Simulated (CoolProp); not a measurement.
n-hexane along the isobar 2.15 bar: density (kg/m³) from the reference equation and from simpler models built on Tc = 507.8 K, pc = 30.44 bar, ω = 0.300; each cubic takes its own stable root.

Model: reference Helmholtz-energy equation of state, Thol 2019, in CoolProp.

```
T (K)  phase  reference
-----  -----  ---------
418.7    gas      5.604
441.2    gas      5.270
463.8    gas      4.977
486.3    gas      4.721
508.8    gas      4.492
531.4    gas      4.285
553.9    gas      4.099
576.4    gas      3.929
599      gas      3.772
```

**Question.** How far does each simpler model (ideal gas, van der Waals) lie from the reference over these 9 states: mean and median of the absolute difference, and the worst?

**Answer.** 
- ideal gas: mean 2.8 %, median 2.5 %, worst -5.0 % at 418.7 K and 2.15 bar
- van der Waals: mean 0.6 %, median 0.4 %, worst -1.7 % at 418.7 K and 2.15 bar
